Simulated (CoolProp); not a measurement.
Saturated liquid density (kg/m³) of isopentane: the reference equation beside estimates from Tc = 460.3 K, pc = 3.378 MPa, ω = 0.227. Rackett uses Z = 0.29056 − 0.08775 ω.

Model: reference Helmholtz-energy equation of state, Lemmon 2006, in CoolProp. It is a short technical equation, of lower accuracy than the large ones.

| T (K) | reference | Rackett | van der Waals | Redlich-Kwong | Soave-Redlich-Kwong | Peng-Robinson |
|---|---|---|---|---|---|---|
| 294.4 | 618.8 | 624.9 | 381.6 | 558.9 | 575.6 | 650.5 |
| 302.1 | 610.9 | 616.7 | 376.8 | 550.5 | 567.7 | 642.0 |
| 309.8 | 602.9 | 608.3 | 371.8 | 541.7 | 559.6 | 633.1 |
| 317.5 | 594.7 | 599.8 | 366.7 | 532.7 | 551.0 | 623.8 |
| 325.2 | 586.4 | 591.0 | 361.4 | 523.3 | 542.1 | 614.0 |
| 332.9 | 577.8 | 582.1 | 356.0 | 513.6 | 532.9 | 603.8 |
| 340.7 | 568.8 | 572.7 | 350.3 | 503.4 | 523.0 | 592.9 |
| 348.4 | 559.7 | 563.2 | 344.4 | 492.9 | 512.8 | 581.5 |
| 356.1 | 550.2 | 553.4 | 338.3 | 482.0 | 502.1 | 569.6 |
| 363.8 | 540.4 | 543.2 | 332.0 | 470.6 | 490.8 | 556.9 |
| 371.5 | 530.2 | 532.7 | 325.4 | 458.7 | 478.9 | 543.5 |
| 379.2 | 519.5 | 521.6 | 318.5 | 446.2 | 466.3 | 529.3 |
| 387 | 508.1 | 510.0 | 311.1 | 433.0 | 452.8 | 513.9 |
| 394.7 | 496.2 | 497.8 | 303.4 | 419.1 | 438.6 | 497.6 |
| 402.4 | 483.5 | 484.9 | 295.2 | 404.4 | 423.3 | 480.1 |

Absolute difference from the reference over all 15 rows, mean and median: Rackett 0.6 and 0.6 %, van der Waals 38.5 and 38.5 %, Redlich-Kwong 12.3 and 11.9 %, Soave-Redlich-Kwong 8.9 and 8.4 %, Peng-Robinson 3.4 and 3.9 %.
